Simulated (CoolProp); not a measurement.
Sulfur hexafluoride at 298.15 K and 3.42 MPa is throttled through a valve to 2.36 MPa with no heat exchange. Each further row changes one setting.

Computed with CoolProp (reference Helmholtz-energy equation of state, Guder 2009).

| case | temperature change (K) | final phase | final density (kg/m³) |
|---|---|---|---|
| as stated | -1.0 | liquid | 1350 |
| outlet pressure 0.708 MPa | -44.2 | two-phase, vapour fraction 0.475 | 117 |
| outlet pressure 3.07 MPa | -0.3 | liquid | 1370 |
